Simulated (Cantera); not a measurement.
Gas mixture: 100 % H₂, at 4.93 atm, frozen composition.

Cantera's kinetic-theory transport with the Lennard-Jones parameters of GRI-Mech 3.0, ideal gas; thermal conductivity in the multicomponent form.

D: mixture-averaged diffusion coefficient of that species in the mixture.

| T (K) | ρ (kg/m³) | cp (J/kg/K) | μ (µPa s) | λ (mW/m/K) | Pr | D (cm²/s) N₂ | D (cm²/s) NH₃ | D (cm²/s) O |
|---|---|---|---|---|---|---|---|---|
| 400 | 0.303 | 14520 | 10.9 | 229 | 0.689 | 0.257 | (withheld) | 0.357 |
| 500 | 0.242 | 14530 | 12.6 | 265 | 0.689 | 0.374 | (withheld) | 0.519 |
| 600 | 0.202 | 14510 | 14.1 | 298 | 0.688 | 0.507 | (withheld) | 0.703 |
| 700 | 0.173 | 14560 | 15.6 | 331 | 0.688 | 0.656 | (withheld) | 0.909 |
| 800 | 0.152 | 14690 | 17.0 | 364 | 0.688 | 0.819 | (withheld) | 1.13 |
| 900 | 0.135 | 14870 | 18.4 | 397 | 0.689 | 0.996 | (withheld) | 1.38 |
| 1000 | 0.121 | 14960 | 19.7 | 427 | 0.689 | 1.19 | (withheld) | 1.64 |
| 1100 | 0.110 | 15170 | 20.9 | 461 | 0.689 | 1.39 | (withheld) | 1.92 |

Complete the blanks.


- 400, D (cm²/s) NH₃: 0.274
- 500, D (cm²/s) NH₃: 0.406
- 600, D (cm²/s) NH₃: 0.557
- 700, D (cm²/s) NH₃: 0.726
- 800, D (cm²/s) NH₃: 0.912
- 900, D (cm²/s) NH₃: 1.11
- 1000, D (cm²/s) NH₃: 1.33
- 1100, D (cm²/s) NH₃: 1.56
